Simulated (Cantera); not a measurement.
A perfectly stirred reactor is fed with CH₃OH : O₂ : N₂ = 1 : 0.882 : 3.32 (molar parts), equivalence ratio 1.7, at 110000 Pa; it is adiabatic with a 650 K inlet, and is followed from long to short residence time, starting on the burning branch (τ in s: 0.077, 0.037, 0.018, 0.0084, 0.004, 0.0019, 0.00091, 0.00043, 0.00021, 9.8e-05, 4.7e-05).

Computed with Cantera and GRI-Mech 3.0 (53 species, 325 reactions). GRI-Mech 3.0 was tuned for natural gas; its chemistry of methanol as a main component is partial and can be far from experiment.

What does this change do: pressure from 110000 Pa to 29000 Pa?


| quantity | before | after |
|---|---|---|
| blow-out, bracketed by the residence times tried | burning at 98.0 µs, out at 47.0 µs | burning at 0.430 ms, out at 0.210 ms |
| x(CH₃OH) at τ = 77.0 ms | 1.69e-6 | 2.37e-6 |
| x(O₂) at τ = 77.0 ms | 5.85e-5 | 0.000209 |
| x(CH₂O) at τ = 77.0 ms | 1.62e-6 | 2.14e-6 |
| x(C₂H₆) at τ = 77.0 ms | 1.84e-11 | 7.56e-12 |
| x(C₂H) at τ = 77.0 ms | 1.17e-11 | 1.93e-11 |
| x(CH₃OH) at τ = 1.90 ms | 2.12e-5 | 5.40e-5 |
| x(O₂) at τ = 1.90 ms | 0.000707 | 0.00177 |
| x(CH₂O) at τ = 1.90 ms | 1.85e-5 | 4.40e-5 |
| x(C₂H₆) at τ = 1.90 ms | 1.54e-9 | 3.93e-9 |
| x(C₂H) at τ = 1.90 ms | 1.54e-9 | 8.32e-9 |
